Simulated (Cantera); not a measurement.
What does this Cantera script print?

```python
import numpy as np
import cantera as ct

gas = ct.Solution("gri30.yaml")
gas.TPX = 1225, 1000000, {'CO': 0.016, 'O2': 0.0069, 'H2O': 0.028, 'N2': 1}
reactor = ct.IdealGasConstPressureReactor(gas, energy="off", clone=False)
net = ct.ReactorNet([reactor])
net.rtol, net.atol = 1e-08, 1e-18
show = ['CO', 'O2', 'H2O', 'NO', 'H']
times = np.geomspace(0.0003, 20, 12)

steps = ct.SolutionArray(gas, extra=["t"])
rows = []
print(f"{'t/s':>10s}{'T/K':>9s}{'P/Pa':>11s}" + "".join(f"{s:>11s}" for s in show))
for t in times:
    while net.time < t:
        t_next = net.step()
        steps.append(gas.state, t=t_next)
    rows.append([np.interp(t, steps.t, y) for y in (steps.T, steps.P, *steps(*show).X.T)])
    print(f"{t:10.3e}{rows[-1][0]:9.1f}{rows[-1][1]:11.4g}" + "".join(f"{x:11.3e}" for x in rows[-1][2:]))
rate = np.gradient(steps.T, steps.t)
print("integrator steps:", len(steps.t))
if steps.T.max() > steps.T[0] + 200:
    print(f"time of steepest temperature rise: {steps.t[rate.argmax()]:.4e} s")
gas.TPX = 1225, 1000000, {'CO': 0.016, 'O2': 0.0069, 'H2O': 0.028, 'N2': 1}
gas.equilibrate("TP")
print(f"equilibrium (TP): T = {gas.T:.1f} K  " + "  ".join(f"{s} {gas[s].X[0]:.3e}" for s in show))
```

Result:

```
       t/s      T/K       P/Pa         CO         O2        H2O         NO          H
 3.000e-04   1225.0      1e+06  1.522e-02  6.564e-03  2.664e-02  1.707e-14  4.523e-08
 8.235e-04   1225.0      1e+06  1.484e-02  6.384e-03  2.660e-02  1.551e-10  2.169e-06
 2.260e-03   1225.0      1e+06  1.277e-02  5.419e-03  2.648e-02  1.817e-09  2.558e-06
 6.205e-03   1225.0      1e+06  8.561e-03  3.344e-03  2.648e-02  8.464e-09  2.598e-06
 1.703e-02   1225.0      1e+06  3.516e-03  8.462e-04  2.651e-02  2.912e-08  2.983e-06
 4.675e-02   1225.0      1e+06  1.350e-03  8.833e-06  2.604e-02  5.866e-08  1.509e-06
 1.283e-01   1225.0      1e+06  1.162e-03  6.707e-07  2.587e-02  5.896e-08  3.098e-07
 3.523e-01   1225.0      1e+06  1.090e-03  1.163e-07  2.580e-02  5.463e-08  9.630e-08
 9.670e-01   1225.0      1e+06  1.049e-03  2.626e-08  2.576e-02  4.936e-08  3.154e-08
 2.654e+00   1225.0      1e+06  1.023e-03  7.264e-09  2.574e-02  4.457e-08  1.050e-08
 7.286e+00   1225.0      1e+06  1.003e-03  1.890e-09  2.572e-02  3.982e-08  4.933e-09
 2.000e+01   1225.0      1e+06  9.814e-04  1.946e-10  2.569e-02  3.276e-08  3.792e-09
integrator steps: 1983
equilibrium (TP): T = 1225.0 K  CO 9.508e-04  O2 2.232e-14  H2O 2.566e-02  NO 8.522e-11  H 3.374e-09
```

Detailed kinetics in Cantera: GRI-Mech 3.0 (53 species, 325 reactions).
